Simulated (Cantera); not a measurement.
# Equilibrium for oxide etching and cleaning by halides: B₂O₃ + F₂ + H₂ + HF

A closed system holds: 1 mol B₂O₃, 0.84 mol F₂, 3.7 mol H₂, 49 mol HF, equilibrated at 1.90 mbar.

Method: chemical equilibrium by Gibbs-energy minimisation in Cantera with the NASA 1993 tables (ideal gas, pure condensed phases). Candidate condensed phases: B, B₂O₃, B₃O₃H₃, H₂O; 43 gas species. The numbers say what is thermodynamically allowed, not how fast it happens.

| T (K) | x HF | x H₂O | x H₂ | x BF₃ | x BOF |
|---|---|---|---|---|---|
| 1125 | 0.851 | 0.0567 | 0.0544 | 0.0377 | 0.000331 |
| 1200 | 0.852 | 0.0555 | 0.0544 | 0.0365 | 0.00149 |
| 1275 | 0.856 | 0.0517 | 0.0542 | 0.0329 | 0.00493 |
| 1350 | 0.864 | 0.0447 | 0.0538 | 0.0261 | 0.0113 |
| 1425 | 0.873 | 0.0366 | 0.0534 | 0.0182 | 0.0189 |
| 1500 | 0.880 | 0.0297 | 0.0530 | 0.0114 | 0.0254 |
| 1575 | 0.885 | 0.0248 | 0.0527 | 0.00667 | 0.0299 |
x: gas mole fraction; nothing condenses.

From 1125 K to 1575 K nothing is condensed. The main B-bearing gas is BF₃ at 1125 K and BOF at 1575 K.
